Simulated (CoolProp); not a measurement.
A simple Rankine cycle with cyclopentane: condensing at 315.15 K, boiler at 3.19 MPa, turbine inlet 500.9 K, turbine efficiency 0.9, pump efficiency 0.6, no recuperator. Each further row changes one setting.

The numbers come from the reference Helmholtz-energy equation of state, Gedanitz 2015 in CoolProp.

```csv
case,thermal efficiency (%),net work (kJ/kg),heat in (kJ/kg),turbine exit temperature (K),volume ratio over the turbine
as stated,22.5,144,639,384.1,46.6
turbine inlet 520.9 K,22.4,156,694,409.6,?
condensing temperature 307.15 K,23.7,?,654,376.8,61.0
boiler pressure 2.23 MPa,21.1,141,670,404.1,?
turbine efficiency 0.8,?,127,639,394.2,47.8
```

Problem. Complete the blanks.

Solution. 
- turbine inlet 520.9 K, volume ratio over the turbine: 43.5
- condensing temperature 307.15 K, net work (kJ/kg): 155
- boiler pressure 2.23 MPa, volume ratio over the turbine: 28.5
- turbine efficiency 0.8, thermal efficiency (%): 19.9
